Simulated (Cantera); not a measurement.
**Premixed flame**

A freely propagating, adiabatic, planar premixed flame of H2 : O2 : N2 = 1 : 0.625 : 2.35 (molar parts), unburnt at 650 K and 730000 Pa; mixture-averaged transport, grid criteria slope 0.08 and curve 0.16, no radiation.

Cantera simulation using the H2/O2 subset of GRI-Mech 3.0, which has no nitrogen chemistry; the numbers are that mechanism's predictions, not measurements. The hydrogen kinetics of GRI-Mech 3.0 are dated; newer H2 mechanisms differ, most at raised pressure. Burning velocities carry a grid error of a few per cent, more on coarse grids.

```
z (mm)    T (K)  u (m/s)     x H2    x O2    x H2O2     x OH       x O     x HO2
--------  -----  -------  -------  ------  --------  -------  --------  --------
-0.112      650     5.51    0.252   0.157     <1e-8    <1e-8     <1e-8     <1e-8
-0.0748     650     5.51    0.251   0.157     <1e-8    <1e-8     <1e-8   5.45e-8
-0.0561     650     5.50    0.250   0.157   2.09e-8    <1e-8     <1e-8   4.95e-7
-0.0374     653     5.50    0.246   0.158   4.61e-7    <1e-8   9.82e-8   1.06e-5
-0.0187     727     5.94    0.218   0.161   3.95e-5  6.70e-5   1.84e-5  0.000711
-0.00936   1024     8.08    0.169   0.151  0.000105  0.00107  0.000466  0.000917
0          1451     11.2    0.101   0.115   2.50e-5  0.00405   0.00325  0.000491
0.00936    1758     13.4   0.0504  0.0756   5.55e-6  0.00960   0.00667  0.000251
0.0187     1933     14.7   0.0292  0.0556   3.62e-6   0.0139   0.00788  0.000142
0.0374     2108     15.9   0.0181  0.0449   2.36e-6   0.0162   0.00667   7.28e-5
0.0748     2252     16.9   0.0117  0.0409   1.61e-6   0.0148   0.00404   3.61e-5
0.150      2349     17.5  0.00650  0.0389   1.15e-6   0.0118   0.00207   1.80e-5
0.299      2398     17.8  0.00341  0.0382   9.25e-7  0.00895   0.00108   1.10e-5
```
x: mole fraction of selected species; z is measured from the peak of heat release.

The laminar burning velocity comes out as 551 cm/s and the thermal thickness is 0.0374 mm. The peak x(H2O2) is 0.000105 and the peak x(OH) is 0.0162. The peak x(O) comes out as 0.00790 and the peak x(HO2) comes out as 0.00107.
